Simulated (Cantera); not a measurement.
Equilibrium for carbon deposition, reforming and gasification: C2H5OH + H2

Charge: 1 mol C2H5OH, 79 mol H2, held at 0.420 Torr.

Method: chemical equilibrium by Gibbs-energy minimisation in Cantera with the NASA 1993 tables (ideal gas, pure condensed phases). Candidate condensed phases: C, C6H6, C7H8, C8H18, H2O; 131 gas species. Ions and electrons are included (thermal ionisation). Equilibrium is a limit: real reactors are often held back by kinetics, nucleation or transport.

From 2500 K to 5000 K nothing is condensed. The main C-bearing gas is CO at 2500 K and C at 5000 K.

```
T (K)    x H      x H2       x C      x CO       x O  x C2H2 (acetylene)      x C3
-----  -----  --------  --------  --------  --------  ------------------  --------
2500   0.633     0.355  0.000251   0.00822  2.04e-11             0.00274  0.000537
2750   0.894    0.0956   0.00212   0.00662  2.33e-10            0.000266  0.000934
3000   0.967    0.0210   0.00533   0.00615   4.66e-9             4.53e-6  0.000114
3250   0.983   0.00525   0.00597   0.00606   1.21e-7             3.44e-8   2.57e-6
3500   0.986   0.00156   0.00602   0.00603   2.17e-6            4.32e-10   7.63e-8
3750   0.987  0.000543   0.00605   0.00600   2.67e-5            9.63e-12   3.58e-9
4000   0.988  0.000215   0.00624   0.00580  0.000227              <1e-12  2.67e-10
4250   0.987   9.46e-5   0.00717   0.00485   0.00116              <1e-12  3.75e-11
4500   0.985   4.54e-5   0.00907   0.00289   0.00311              <1e-12  9.19e-12
4750   0.983   2.36e-5    0.0107   0.00113   0.00486              <1e-12  2.31e-12
5000   0.982   1.31e-5    0.0114  0.000343   0.00564              <1e-12    <1e-12
```
x: gas mole fraction; nothing condenses.
